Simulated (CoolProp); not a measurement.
Vapour pressure (kPa) of methane: the reference equation beside estimates from Tc = 190.6 K, pc = 4599 kPa, ω = 0.011. Clausius-Clapeyron is anchored at 123.9 K with a constant enthalpy of vaporisation of 7.801 kJ/mol.

The numbers come from the reference Helmholtz-energy equation of state, Setzmann 1991 in CoolProp.

```json
[
 {"T (K)": "120.2", "reference": "194.2", "Lee-Kesler": "192.7", "Clausius-Clapeyron": "198.0", "van der Waals": "530.0", "Redlich-Kwong": "…", "Soave-Redlich-Kwong": "191.3", "Peng-Robinson": "195.4"},
 {"T (K)": "123.9", "reference": "250.0", "Lee-Kesler": "248.9", "Clausius-Clapeyron": "250.0", "van der Waals": "625.7", "Redlich-Kwong": "208.7", "Soave-Redlich-Kwong": "247.5", "Peng-Robinson": "251.5"},
 {"T (K)": "127.6", "reference": "317.2", "Lee-Kesler": "316.4", "Clausius-Clapeyron": "311.4", "van der Waals": "732.2", "Redlich-Kwong": "273.3", "Soave-Redlich-Kwong": "315.3", "Peng-Robinson": "319.0"},
 {"T (K)": "131.3", "reference": "396.8", "Lee-Kesler": "396.5", "Clausius-Clapeyron": "383.1", "van der Waals": "850.0", "Redlich-Kwong": "351.4", "Soave-Redlich-Kwong": "395.9", "Peng-Robinson": "399.1"},
 {"T (K)": "135", "reference": "490.4", "Lee-Kesler": "490.6", "Clausius-Clapeyron": "466.0", "van der Waals": "979.7", "Redlich-Kwong": "444.5", "Soave-Redlich-Kwong": "490.9", "Peng-Robinson": "493.2"},
 {"T (K)": "138.7", "reference": "599.1", "Lee-Kesler": "599.9", "Clausius-Clapeyron": "560.9", "van der Waals": "1122", "Redlich-Kwong": "554.2", "Soave-Redlich-Kwong": "601.5", "Peng-Robinson": "602.7"},
 {"T (K)": "142.5", "reference": "728.1", "Lee-Kesler": "729.5", "Clausius-Clapeyron": "671.8", "van der Waals": "1281", "Redlich-Kwong": "685.6", "Soave-Redlich-Kwong": "732.9", "Peng-Robinson": "732.6"},
 {"T (K)": "146.2", "reference": "871.9", "Lee-Kesler": "873.8", "Clausius-Clapeyron": "793.6", "van der Waals": "1449", "Redlich-Kwong": "833.3", "Soave-Redlich-Kwong": "879.6", "Peng-Robinson": "877.6"},
 {"T (K)": "149.9", "reference": "1035", "Lee-Kesler": "1037", "Clausius-Clapeyron": "929.9", "van der Waals": "1630", "Redlich-Kwong": "1002", "Soave-Redlich-Kwong": "1046", "Peng-Robinson": "1042"},
 {"T (K)": "153.6", "reference": "1220", "Lee-Kesler": "1222", "Clausius-Clapeyron": "1081", "van der Waals": "1825", "Redlich-Kwong": "1193", "Soave-Redlich-Kwong": "1234", "Peng-Robinson": "1228"},
 {"T (K)": "157.3", "reference": "…", "Lee-Kesler": "1428", "Clausius-Clapeyron": "1248", "van der Waals": "2035", "Redlich-Kwong": "…", "Soave-Redlich-Kwong": "1445", "Peng-Robinson": "1437"},
 {"T (K)": "161", "reference": "1657", "Lee-Kesler": "1658", "Clausius-Clapeyron": "1432", "van der Waals": "…", "Redlich-Kwong": "1647", "Soave-Redlich-Kwong": "1680", "Peng-Robinson": "1670"}
]
```

Task: Complete the blanks.

Result: 
- 120.2, Redlich-Kwong: 156.2
- 157.3, reference: 1426
- 157.3, Redlich-Kwong: 1407
- 161, van der Waals: 2259

Absolute difference from the reference over all 12 rows, mean and median: Lee-Kesler 0.2 and 0.2 %, Clausius-Clapeyron 6.9 and 7.1 %, van der Waals 90.3 and 81.6 %, Redlich-Kwong 8.0 and 6.7 %, Soave-Redlich-Kwong 0.9 and 0.9 %, Peng-Robinson 0.6 and 0.6 %.
